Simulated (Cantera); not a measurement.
A closed system holds: 1 mol BCl3, 0.086 mol H2O, 53 mol H2, held at 23.0 Pa.

These are equilibrium values from Cantera (NASA tables, ideal gas, pure condensed phases), not measurements of a reactor. Candidate condensed phases: B, B2O3, B3O3H3, H2O; 33 gas species. The tables' values for BOCl are old estimates; treat these amounts as uncertain. Gases not in the tables: BHCl2. The numbers say what is thermodynamically allowed, not how fast it happens. All values below are at 1200 K.

Base state: H2 0.944, HCl 0.0545, HBO 0.00132, BOCl 0.000149, BCl3 0.000101, B2O2 3.82e-5, H 1.26e-5 (mole fractions); condensed: B(s).

**Question.** What changes in the equilibrium state with this change: H2 from 53 to 8.7 mol?

**Answer.** 
| species | before | after |
|---|---|---|
| H2 | 0.944 | 0.734 |
| HCl | 0.0545 | 0.247 |
| BCl3 | 0.000101 | 0.0136 |
| B3O3Cl3 | 1.18e-6 | 0.00134 |
| BCl2 | 2.05e-6 | 5.41e-5 |
| BOCl | 0.000149 | 0.00155 |
| B2O3 | 1.69e-6 | 1.42e-5 |
| B3O3H3 | 4.03e-6 | 2.32e-5 |
| B(s), mol | 0.908 | 0.774 |
The tables' values for BOCl, BCl2, BCl are old estimates; treat these amounts as uncertain.
